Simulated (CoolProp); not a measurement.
C3F8 (R218) along the isobar 1010 kPa: density (kg/m³) from the reference equation and from simpler models built on Tc = 345.0 K, pc = 2640 kPa, ω = 0.317; each cubic takes its own stable root.

Model: reference Helmholtz-energy equation of state, Lemmon 2006, in CoolProp. It is a short technical equation, of lower accuracy than the large ones.

| T (K) | phase | reference | van der Waals | Redlich-Kwong | Peng-Robinson |
|---|---|---|---|---|---|
| 244.4 | liquid | 1584 | 988.4 | 1430 | 1699 |
| 261.7 | liquid | 1512 | 939.7 | (withheld) | 1613 |
| 279 | liquid | (withheld) | 107.8 | (withheld) | 1509 |
| 296.2 | liquid | 1338 | 96.21 | 102.7 | 1380 |
| 313.5 | gas | 93.45 | 87.49 | (withheld) | 94.59 |
| 330.8 | gas | 83.27 | 80.57 | 82.78 | 84.75 |
| 348.1 | gas | 76.01 | (withheld) | 76.23 | 77.40 |
| 365.3 | gas | 70.40 | 70.10 | 70.93 | 71.60 |
| 382.6 | gas | 65.79 | 65.96 | 66.45 | (withheld) |

### Question
Complete the blanks.

### Answer

- 261.7, Redlich-Kwong: 1348
- 279, reference: 1432
- 279, Redlich-Kwong: 1252
- 313.5, Redlich-Kwong: 91.16
- 348.1, van der Waals: 74.88
- 382.6, Peng-Robinson: 66.79

At some of these states van der Waals, Redlich-Kwong gives the other phase, because its saturation line lies elsewhere.
